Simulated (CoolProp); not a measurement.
Properties of isobutane along the isotherm 414.4 K (Tc = 407.8 K, pc = 36.29 bar, ω = 0.184).

Values from CoolProp's reference Helmholtz-energy equation of state, Bücker 2006.

```csv
p (bar),phase,Z,cv (kJ/(kg K)),Joule-Thomson coefficient (K/MPa),viscosity (µPa s),conductivity (mW/(m K))
5.44,gas,0.9501,2.079,8.266,10.3,31.1
10.9,gas,0.8961,2.098,8.917,10.5,31.6
16.3,gas,0.8375,2.121,9.718,10.8,(withheld)
21.8,gas,0.7706,2.149,10.77,11.3,33.5
27.2,gas,0.6942,(withheld),12.17,12.1,35.4
32.7,gas,0.5968,(withheld),14.24,13.5,39.1
38.1,supercritical,0.4466,2.373,17.05,17.0,50.3
43.5,supercritical,0.2417,2.329,6.249,35.6,61.2
49,supercritical,0.2446,2.264,3.405,42.2,61.1
54.4,supercritical,0.2582,2.239,2.399,46.2,(withheld)
```

Some entries are withheld; supply them.


- 16.3, conductivity (mW/(m K)): 32.4
- 27.2, cv (kJ/(kg K)): 2.185
- 32.7, cv (kJ/(kg K)): 2.241
- 54.4, conductivity (mW/(m K)): 62.1

Viscosity comes from a separate model (Vogel 2000). Thermal conductivity comes from a separate model (Perkins 2002).
